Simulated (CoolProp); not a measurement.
A Linde-Hampson liquefier for methane: isothermal reversible compression at 300 K from 1 atm to 40 MPa, throttling to 1 atm, return gas leaving the recuperator 5 K below the feed. Each further row changes one setting.

Values from CoolProp's reference Helmholtz-energy equation of state, Setzmann 1991.

| case | liquid yield per pass | compression work (kJ/kg of gas) |
|---|---|---|
| as stated | (withheld) | 877 |
| high pressure 80 MPa | (withheld) | (withheld) |
| warm-end temperature 330 K | 0.190 | (withheld) |
| warm-end gap 10 K | (withheld) | 877 |

Q: Some entries are withheld; supply them.

A: 
- as stated, liquid yield per pass: 0.239
- high pressure 80 MPa, liquid yield per pass: 0.214
- high pressure 80 MPa, compression work (kJ/kg of gas): 1020
- warm-end temperature 330 K, compression work (kJ/kg of gas): 986
- warm-end gap 10 K, liquid yield per pass: 0.230
